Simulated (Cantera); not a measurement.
Charge: 1 mol SiC, 0.016 mol N2O, 310 mol N2, 0.01 mol H2O, held at 1223.15 K and 0.000980 bar.

These are equilibrium values from Cantera (NASA tables, ideal gas, pure condensed phases), not measurements of a reactor. Candidate condensed phases: C, C6H6, C7H8, C8H18, H2O, Si, SiC, SiO2, Si2N2O, Si3N4; 151 gas species. Mutual solubility and eutectic melting of coexisting phases are not modelled. Equilibrium is a limit: real reactors are often held back by kinetics, nucleation or transport.

Base state: N2 1.000, H2 3.20e-5, CO 2.34e-5 (mole fractions); condensed: C(graphite) + Si2N2O(s) + Si3N4(s).

**Question.** What changes in the equilibrium state with this change: temperature from 1223.15 K to 1275 K?

**Answer.** 
```
species            before    after
----------------  -------  -------
N2                  1.000    1.000
CO                2.34e-5  5.57e-5
H2                3.20e-5  3.19e-5
C(graphite), mol    0.993        0
Si2N2O(s), mol     0.0188  0.00871
Si3N4(s), mol       0.321        0
SiC(s), mol             0    0.983
```
